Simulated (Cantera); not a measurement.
# TiO2 + H2 + H2O (hydrogen reduction and annealing atmospheres)

A closed system holds: 1 mol TiO2, 1500 mol H2, 4 mol H2O, at 42.0 Pa.

Cantera equilibrium calculation (NASA polynomials, part measured and part estimated; ideal gas, pure solids and liquids). Candidate condensed phases: H2O, Ti, TiO, TiO2, Ti2O3, Ti3O5, Ti4O7; 12 gas species. Condensed phases not in the tables: Magnéli phases beyond Ti4O7. The numbers say what is thermodynamically allowed, not how fast it happens.

| T (K) | x H2 | x H | x H2O | x TiO | x OH | x TiO2 | n TiO2(rutile) | n Ti4O7(s) | n Ti3O5(s) |
|---|---|---|---|---|---|---|---|---|---|
| 1073 | 0.997 | 6.83e-7 | 0.00266 | <1e-12 | 6.81e-12 | <1e-12 | 1.00 | 0 | 0 |
| 1223 | 0.997 | 1.47e-5 | 0.00266 | <1e-12 | 3.52e-10 | <1e-12 | 1.00 | 0 | 0 |
| 1373 | 0.997 | 0.000162 | 0.00283 | 4.83e-12 | 8.21e-9 | 2.02e-11 | 0 | 0.250 | 0 |
| 1523 | 0.996 | 0.00113 | 0.00288 | 1.80e-9 | 1.00e-7 | 3.00e-9 | 0 | 0 | 0.333 |
| 1673 | 0.992 | 0.00553 | 0.00287 | 2.16e-7 | 7.71e-7 | 1.66e-7 | 0 | 0 | 0.333 |
| 1823 | 0.976 | 0.0209 | 0.00285 | 1.14e-5 | 4.25e-6 | 4.64e-6 | 0 | 0 | 0.325 |
| 1973 | 0.933 | 0.0636 | 0.00295 | 0.000306 | 1.91e-5 | 7.82e-5 | 0 | 0 | 0.133 |
| 2123 | 0.836 | 0.160 | 0.00289 | 0.000515 | 6.85e-5 | 9.05e-5 | 0 | 0 | 0 |
| 2273 | 0.663 | 0.334 | 0.00246 | 0.000483 | 0.000192 | 6.07e-5 | 0 | 0 | 0 |
x: gas mole fraction; n: condensed amount in mol.

From 1073 K to 1223 K the condensed part is TiO2(rutile). At 1373 K the condensed part is Ti4O7(s). From 1523 K to 1973 K the condensed part is Ti3O5(s). From 2123 K to 2273 K nothing is condensed.
